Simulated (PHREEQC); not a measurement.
## Phosphoric acid bath

Dissolve 61 mmol/kgw KH2PO4 and 0.77 mmol/kgw H2SO4 at 90 °C. Closed to the air; pH follows from the charge balance.

All values are PHREEQC results (ion-association model, wateq4f.dat), not measurements.

Precipitation was switched off in this run.

Predict the pH, ionic strength.

pH 3.94; ionic strength 0.0615 mol/kgw.

In which forms is P present?

H2PO4- 97 %, H3PO4 2.4 % of the P.

Species that the database lacks are ignored. H3PO4, which wateq4f.dat lacks, is added to it with the constant of phreeqc.dat. Away from 25 °C the constants follow the database's enthalpies or fits; those with neither stay at their 25 °C values.
